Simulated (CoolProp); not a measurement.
Propane along the isobar 6.03 MPa: density (kg/m³) from the reference equation and from simpler models built on Tc = 369.9 K, pc = 4.251 MPa, ω = 0.152; each cubic takes its own stable root.

The numbers come from the reference Helmholtz-energy equation of state, Lemmon 2009 in CoolProp.

| T (K) | phase | reference | Redlich-Kwong | Soave-Redlich-Kwong | Peng-Robinson |
|---|---|---|---|---|---|
| 276.3 | liquid | (withheld) | (withheld) | 505.5 | 570.9 |
| 297.2 | liquid | 507.5 | 465.9 | (withheld) | 536.9 |
| 318 | liquid | 477.0 | 431.5 | 440.4 | 496.9 |
| 338.8 | liquid | 440.9 | 391.2 | 398.5 | 448.2 |
| 359.6 | liquid | 394.1 | 341.2 | 344.7 | 384.9 |
| 380.4 | supercritical | 314.9 | 270.5 | 264.5 | 289.3 |
| 401.2 | supercritical | 168.0 | 170.2 | 158.2 | (withheld) |
| 422 | supercritical | 122.6 | 125.4 | 118.8 | 125.2 |
| 442.8 | supercritical | 103.0 | 105.4 | 100.5 | 105.3 |
| 463.6 | supercritical | 90.93 | 93.00 | 89.00 | 92.81 |
| 484.4 | supercritical | 82.38 | 84.21 | 80.73 | 83.90 |
| 505.2 | supercritical | 75.83 | 77.47 | 74.37 | 77.07 |
| 526 | supercritical | 70.57 | 72.05 | 69.25 | 71.58 |

Task: What belongs in the gaps?

Result: 
- 276.3, reference: 534.9
- 276.3, Redlich-Kwong: 496.3
- 297.2, Soave-Redlich-Kwong: 475.3
- 401.2, Peng-Robinson: 168.2
